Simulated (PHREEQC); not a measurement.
A solution holds 0.065 mol HF, 0.0041 mol NH4F and 0.01 mol H2SiF6 per kg of water, at 25 °C. Closed to the air; pH follows from the charge balance.

Model: ion-association model, phreeqc.dat, run in PHREEQC.

Task: The ionic strength comes out as 0.0338 mol/kgw. What activity coefficients do SiF6-2, HF2-, NH4+, H+, F- get?

Result: SiF6-2 0.52, HF2- 0.84, NH4+ 0.83, H+ 0.87, F- 0.84.

Precipitation was switched off in this run. SiF6-2 is the database's only silicon fluoride.
